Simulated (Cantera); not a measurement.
Charge: 1 mol trisilylamine, 2.3 mol NH3, 1.7 mol N2, equilibrated at 1373 K and 0.000610 bar.

Method: chemical equilibrium by Gibbs-energy minimisation in Cantera with the NASA 1993 tables (ideal gas, pure condensed phases). Candidate condensed phases: Si, Si3N4; 18 gas species. The feed counts by its element totals alone. Rates play no part.

Base state: H2 0.855, N2 0.145, H 0.000125 (mole fractions); condensed: Si3N4(s).

Task: What changes in the equilibrium state with this change: trisilylamine replaced by SiH2Cl2?

Result: 
| species | before | after |
|---|---|---|
| H2 | 0.855 | 0.467 |
| N2 | 0.145 | 0.296 |
| HCl | 0 | 0.217 |
| SiCl2 | 0 | 0.0191 |
| SiCl3 | 0 | 0.000915 |
| SiCl4 | 0 | 0.000202 |
| Cl | 0 | 3.54e-5 |
| SiHCl3 | 0 | 2.76e-5 |
| H | 0.000125 | 9.21e-5 |
| Si3N4(s), mol | 1.00 | 0.281 |
The tables' values for SiCl3 are old estimates; treat these amounts as uncertain. Further candidate phases: NH4Cl.
